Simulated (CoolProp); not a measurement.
Water along the isobar 98.8 bar: fugacity coefficient from the reference equation and from simpler models built on Tc = 647.1 K, pc = 220.6 bar, ω = 0.344; each cubic takes its own stable root.

The numbers come from the reference Helmholtz-energy equation of state, Wagner 2002 in CoolProp.

```csv
T (K),phase,reference
515.9,liquid,0.3187
539.9,liquid,0.4527
564,liquid,0.6170
588,gas,0.7769
612,gas,0.8122
636.1,gas,0.8397
660.1,gas,0.8618
684.2,gas,0.8801
708.2,gas,0.8953
732.2,gas,0.9082
756.3,gas,0.9191
780.3,gas,0.9286
804.3,gas,0.9367
828.4,gas,0.9438
852.4,gas,0.9500
```

### Question
How far does each simpler model (van der Waals, Peng-Robinson) lie from the reference over these 15 states: mean and median of the absolute difference, and the worst?

### Answer
- van der Waals: mean 16.6 %, median 1.5 %, worst +117.1 % at 515.9 K and 98.8 bar
- Peng-Robinson: mean 1.6 %, median 1.6 %, worst +3.3 % at 515.9 K and 98.8 bar

At some of these states van der Waals gives the other phase, because its saturation line lies elsewhere.
